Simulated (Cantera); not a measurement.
Mixture: 4.75 % CH₄, 2.04 % CO, 19.1 % O₂, 71.7 % N₂, 2.33 % CO₂, equivalence ratio 0.55, at 560000 Pa, adiabatic and at constant volume. Ignition delay is the time to a rise of 400 K.

Detailed kinetics in Cantera: GRI-Mech 3.0 (53 species, 325 reactions).

### Question
Predict: delay at 1100 K; delay at 1175 K; delay at 1250 K; delay at 1325 K; delay at 1400 K; delay at 1475 K; apparent activation energy between 1325 and 1475 K.

### Answer
- delay at 1100 K: 35.4 ms
- delay at 1175 K: 11.2 ms
- delay at 1250 K: 4.00 ms
- delay at 1325 K: 1.57 ms
- delay at 1400 K: 0.665 ms
- delay at 1475 K: 0.305 ms
- apparent activation energy between 1325 and 1475 K: 180 kJ/mol
